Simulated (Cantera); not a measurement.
**Adiabatic ignition**

An adiabatic, constant-pressure homogeneous reactor starts with 6.46 % CH₄, 18.5 % O₂, 69.1 % N₂, 6.00 % CO₂, at 1200 K and 1350 Torr.

Model: GRI-Mech 3.0 (53 species, 325 reactions), integrated in Cantera.

```csv
t (s),T (K),x CH₄,x O₂,x CO₂,x H₂O₂,x OH,x C₂H₆
1.00e-5,1200,0.0646,0.185,0.0600,3.69e-11,1.13e-11,<1e-12
2.80e-5,1200,0.0646,0.185,0.0600,2.75e-10,2.81e-11,<1e-12
7.86e-5,1200,0.0646,0.185,0.0600,1.88e-9,8.54e-11,2.16e-11
0.000220,1200,0.0646,0.185,0.0600,1.03e-8,3.12e-10,6.00e-10
0.000618,1200,0.0646,0.185,0.0600,3.72e-8,1.38e-9,2.59e-8
0.00173,1200,0.0645,0.185,0.0600,6.32e-8,5.67e-9,1.53e-6
0.00486,1200,0.0644,0.185,0.0600,1.23e-7,1.09e-8,1.92e-5
0.0136,1204,0.0638,0.184,0.0600,6.26e-7,4.17e-8,0.000152
0.0382,2381,<1e-12,0.0555,0.117,2.10e-7,0.00674,<1e-12
0.107,2373,<1e-12,0.0530,0.117,2.02e-7,0.00649,<1e-12
0.300,2372,<1e-12,0.0528,0.117,2.01e-7,0.00647,<1e-12
```
x: mole fraction; the columns are a selection and need not sum to one.

| Item | Value |
|---|---|
| time of steepest temperature rise | 24.7 ms |
| temperature at 0.300 s | 2372 K |
| equilibrium temperature | 2372 K |
| x(CH₄) at 0.300 s | <1e-12 (gas-phase equilibrium <1e-12) |
| x(O₂) at 0.300 s | 0.0528 (gas-phase equilibrium 0.0528) |
| x(CO₂) at 0.300 s | 0.117 (gas-phase equilibrium 0.117) |
